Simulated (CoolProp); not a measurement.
Properties of normal hydrogen along the isobar 3260 kPa (Tc = 33.1 K, pc = 1296 kPa, ω = -0.219).

The numbers come from the reference Helmholtz-energy equation of state, Leachman 2009 in CoolProp.

| T (K) | phase | cv (kJ/(kg K)) | Joule-Thomson coefficient (K/MPa) |
|---|---|---|---|
| 20.6 | liquid | 5.695 | -1.144 |
| 26.2 | liquid | 6.060 | -0.7038 |
| 31.7 | liquid | 6.320 | -0.1379 |
| 37.2 | supercritical | 6.581 | 0.9312 |
| 42.8 | supercritical | 6.877 | 2.593 |
| 48.3 | supercritical | 6.713 | 3.035 |
| 53.8 | supercritical | 6.599 | 2.849 |
| 59.3 | supercritical | 6.554 | 2.561 |
| 64.9 | supercritical | 6.554 | 2.272 |
| 70.4 | supercritical | 6.589 | 2.012 |
| 75.9 | supercritical | 6.654 | 1.780 |
| 81.5 | supercritical | 6.746 | 1.569 |
